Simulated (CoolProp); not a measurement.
Vapour-liquid equilibrium of R125 (1) + dimethyl ether (2) at 0.331 MPa; x and y are mole fractions of (1).

Model: multi-fluid Helmholtz-energy mixture model, Lemmon 2005 and Wu 2011; pair parameters Bell 2016, in CoolProp.

**Question.** Give the bubble temperature and the first vapour's composition at x = 0.125, 0.5, 0.575. Is there an azeotrope?

**Answer.** x = 0.125: 277.5 K, y = 0.179; x = 0.5: 268.6 K, y = 0.683; x = 0.575: 266.3 K, y = 0.764. No azeotrope shows between x = 0.05 and 0.95.

The pair parameters rest on a limited set of measurements; away from them the model extrapolates.
